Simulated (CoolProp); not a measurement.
A single-stage vapour-compression cycle with propyne: evaporating at 310.15 K (dew point), condensing at 346.15 K (bubble point), superheat 2 K, subcooling 2 K, compressor efficiency 0.85, no pressure losses. Each further row changes one setting.

Model: reference Helmholtz-energy equation of state, Polt 1992, in CoolProp. This equation is an older, rougher fit; its heat capacities, sound speeds and derivatives of the liquid may be far off and weren't checked against measurements.

```tsv
case	cooling COP	pressure ratio	discharge temperature (K)	refrigerating effect (kJ/kg)	volumetric capacity (kJ/m³)
as stated	6.16	2.38	361.5	361	5230
evaporating temperature 315.15 K	7.39	2.09	359.5	365	6030
condensing temperature 341.15 K	7.35	2.13	354.8	375	5440
subcooling 7 K	6.41	2.38	361.5	375	5440
superheat 12 K	6.15	2.38	371.4	380	5230
compressor efficiency 0.75	5.43	2.38	364.9	361	5230
```
